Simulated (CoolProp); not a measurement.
R22 along the isobar 1.26 MPa: fugacity coefficient from the reference equation and from simpler models built on Tc = 369.3 K, pc = 4.990 MPa, ω = 0.221; each cubic takes its own stable root.

Values from CoolProp's reference Helmholtz-energy equation of state, Kamei 1995.

```
T (K)   phase  reference  van der Waals  Redlich-Kwong
-----  ------  ---------  -------------  -------------
148.1  liquid  0.0001018              ?      0.0002468
179.1  liquid   0.002841              ?       0.006091
210.2  liquid    0.02572         0.2474        0.04684
241.3  liquid     0.1188         0.5061         0.1849
272.3  liquid     0.3562         0.8463         0.4827
303.4  liquid     0.8003              ?              ?
334.5     gas     0.8796         0.9054         0.8875
365.5     gas          ?         0.9235         0.9127
396.6     gas     0.9330              ?         0.9311
```

### Question
Some entries are withheld; supply them.

### Answer

- 148.1, van der Waals: 0.02262
- 179.1, van der Waals: 0.09256
- 303.4, van der Waals: 0.8807
- 303.4, Redlich-Kwong: 0.8519
- 365.5, reference: 0.9112
- 396.6, van der Waals: 0.9374

At some of these states van der Waals, Redlich-Kwong gives the other phase, because its saturation line lies elsewhere.
